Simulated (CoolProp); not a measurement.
C3F8 (R218) along the isotherm 380.6 K: Z from the reference equation and from simpler models built on Tc = 345.0 K, pc = 2640 kPa, ω = 0.317; each cubic takes its own stable root.

Computed with CoolProp (reference Helmholtz-energy equation of state, Lemmon 2006). It is a short technical equation, of lower accuracy than the large ones.

```csv
p (kPa),phase,reference,van der Waals,Redlich-Kwong
396,gas,___,___,0.9608
792,gas,0.9271,0.9258,0.9199
1190,gas,0.8869,___,0.8768
1580,gas,0.8449,0.8410,0.8322
1980,gas,0.7988,0.7919,0.7835
2380,gas,0.7494,0.7368,0.7313
2770,supercritical,0.6979,0.6749,___
3170,supercritical,0.6423,0.5989,0.6149
3560,supercritical,0.5867,0.5129,0.5518
3960,supercritical,0.5316,0.4523,0.4923
```

Some entries are withheld; supply them.


- 396, reference: 0.9646
- 396, van der Waals: 0.9640
- 1190, van der Waals: 0.8846
- 2770, Redlich-Kwong: 0.6762
